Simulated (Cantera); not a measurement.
Mixture: 14.5 % CH4, 2.03 % H2, 15.8 % O2, 67.7 % N2, equivalence ratio 1.9, at 20.0 bar, adiabatic and at constant volume. Ignition delay is the time to a rise of 400 K.

Computed with Cantera and GRI-Mech 3.0 (53 species, 325 reactions). The pressure lies above the range GRI-Mech 3.0 was tuned for (to about 10 atm).

**Question.** Predict: delay at 1298 K; delay at 1398 K; delay at 1498 K; delay at 1598 K; delay at 1698 K; apparent activation energy between 1648 and 1748 K.

**Answer.** delay at 1298 K: 0.302 ms
delay at 1398 K: 0.148 ms
delay at 1498 K: 71.0 µs
delay at 1598 K: 34.0 µs
delay at 1698 K: 16.5 µs
apparent activation energy between 1648 and 1748 K: 170 kJ/mol
